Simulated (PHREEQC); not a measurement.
Consider water at 20 °C with 6.7 mmol/kgw LiF. Closed to the air; pH follows from the charge balance.

Model: ion-association model, phreeqc.dat, run in PHREEQC.

- pH = 7.56
- ionic strength = 0.00670 mol/kgw
- specific conductance = 524 µS/cm

```tsv
species	molality	activity	log γ
F-	0.00670	0.00614	-0.038
Li+	0.00670	0.00617	-0.036
OH-	2.69e-7	2.47e-7	-0.038
HF	2.33e-7	2.34e-7	0.001
H+	3.00e-8	2.78e-8	-0.033
HF2-	5.76e-9	5.28e-9	-0.037
```

No solid was allowed to form. Complexes and solids missing from the database can't appear.
